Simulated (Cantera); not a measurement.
A closed system holds: 1 mol HF, 0.039 mol O2, held at 3150 °C and 0.135 Torr.

Cantera equilibrium calculation (NASA polynomials, part measured and part estimated; ideal gas, pure solids and liquids). Candidate condensed phases: H2O; 22 gas species. The numbers say what is thermodynamically allowed, not how fast it happens.

Base state: F 0.474, H 0.474, O 0.0380, HF 0.0137, H2 0.000166, OH 2.27e-5 (mole fractions); condensed: gas only.

**Question.** What changes in the equilibrium state with this change: temperature from 3150 °C to 1625 °C?

**Answer.** 
| species | before | after |
|---|---|---|
| HF | 0.0137 | 0.957 |
| O2 | 1.59e-6 | 0.0347 |
| O | 0.0380 | 0.00407 |
| H | 0.474 | 0.000354 |
| F | 0.474 | 0.00244 |
| H2O | 1.80e-8 | 0.000722 |
| OH | 2.27e-5 | 0.000566 |
| H2 | 0.000166 | 3.70e-5 |
